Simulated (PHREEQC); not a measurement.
Model water analysis in mmol/kgw, 40 °C, pH 6.34: Na 115; K 3.33; Ca 0.307; Mg 3.12; Cl 110; S(6) 7.22; Alkalinity (meq/kgw) 0.00224; Br 0.0158.

Valence states are taken as typed.

All values are PHREEQC results (Pitzer model, pitzer.dat), not measurements.

```
quantity                     before     after
-------------------------  --------  --------
HCO3- (mol/kgw)             2.89e-6   3.70e-6
CO2 (mol/kgw)               2.07e-6   5.28e-6
HSO4- (mol/kgw)             1.67e-7   3.34e-7
MgOH+ (mol/kgw)             1.33e-8   6.66e-9
CO3-2 (mol/kgw)             1.11e-9  7.12e-10
MgCO3 (mol/kgw)            3.17e-10  2.03e-10
SI of Gypsum (CaSO4:2H2O)     -2.15     -2.15
SI of Halite (NaCl)           -3.75     -3.75
```

Question: Name the change that produced these shifts.
(A) Alkalinity from 0.00224 to 0.00672 mmol/kgw
(B) pH from 6.34 to 6.04 at the same alkalinity
(C) pH from 6.34 to 6.84 at the same alkalinity
(D) temperature from 40 to 90 °C at the same typed pH

Answer: B, pH from 6.34 to 6.04 at the same alkalinity

This is a speciation only: nothing precipitates in the calculation. Constants without temperature data keep their 25 °C values here.
